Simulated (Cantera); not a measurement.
A closed system holds: 1 mol SiO2, 2100 mol H2, 16 mol N2, equilibrated at 1.70 bar.

Method: chemical equilibrium by Gibbs-energy minimisation in Cantera with the NASA 1993 tables (ideal gas, pure condensed phases). Candidate condensed phases: H2O, Si, SiO2, Si2N2O, Si3N4; 35 gas species. N2 is the only nitrogen source here; it is nearly inert below about 1500 K, so the nitride shown seldom forms there in practice. Mutual solubility and eutectic melting of coexisting phases are not modelled. The tables hold silica as quartz up to 1696 K and as liquid above; real silica turns to tridymite and cristobalite and melts near 1996 K. Rates play no part.

Problem. Which condensed phases are stable at each of these points (T (°C)): 425, 525, 625, 725, 825, 925, 1025, 1125, 1225, 1325, 1425?

Solution. 
```json
[
 {"T (°C)": "425", "condensed phases": "SiO2(α-quartz) + Si2N2O(s)", "Si condensed (%)": "100.0"},
 {"T (°C)": "525", "condensed phases": "SiO2(α-quartz) + Si2N2O(s)", "Si condensed (%)": "100.0"},
 {"T (°C)": "625", "condensed phases": "SiO2(β-quartz) + Si2N2O(s)", "Si condensed (%)": "100.0"},
 {"T (°C)": "725", "condensed phases": "SiO2(β-quartz) + Si2N2O(s)", "Si condensed (%)": "100.0"},
 {"T (°C)": "825", "condensed phases": "SiO2(β-quartz) + Si2N2O(s)", "Si condensed (%)": "100.0"},
 {"T (°C)": "925", "condensed phases": "SiO2(β-quartz) + Si2N2O(s)", "Si condensed (%)": "100.0"},
 {"T (°C)": "1025", "condensed phases": "SiO2(β-quartz) + Si2N2O(s)", "Si condensed (%)": "100.0"},
 {"T (°C)": "1125", "condensed phases": "SiO2(β-quartz) + Si2N2O(s)", "Si condensed (%)": "99.9"},
 {"T (°C)": "1225", "condensed phases": "SiO2(β-quartz) + Si2N2O(s)", "Si condensed (%)": "98.9"},
 {"T (°C)": "1325", "condensed phases": "SiO2(β-quartz) + Si2N2O(s)", "Si condensed (%)": "86.1"},
 {"T (°C)": "1425", "condensed phases": "SiO2(condensed)", "Si condensed (%)": "16.9"}
]
```

From 425 °C to 525 °C the condensed part is SiO2(α-quartz) + Si2N2O(s). From 625 °C to 1325 °C the condensed part is SiO2(β-quartz) + Si2N2O(s). At 1425 °C the condensed part is SiO2(condensed).
